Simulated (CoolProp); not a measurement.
Values from CoolProp's reference Helmholtz-energy equation of state, Bücker 2006.

For n-butane, give the phase and the cp (kJ/(kg K)), cv (kJ/(kg K)), speed of sound (m/s) at 407 K and 0.433 MPa.


- 407 K and 0.433 MPa: gas; cp 2.23, cv 2.05, speed of sound 240
